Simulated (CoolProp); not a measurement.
Vapour-liquid equilibrium of sulfur dioxide (1) + toluene (2) at 315.7 K; x and y are mole fractions of (1).

Model: multi-fluid Helmholtz-energy mixture model, Gao 2016 and Lemmon 2006; pair parameters Bell 2016, in CoolProp.

Question: Give the bubble pressure and the first vapour's composition at x = 0.35, 0.575, 0.95. Is there an azeotrope?

Answer: x = 0.35: 0.2290 MPa, y = 0.973; x = 0.575: 0.3899 MPa, y = 0.989; x = 0.95: 0.6431 MPa, y = 0.999. No azeotrope shows between x = 0.05 and 0.95.

Pair parameters are fitted to limited data, so mixtures are less certain than the pure fluids.
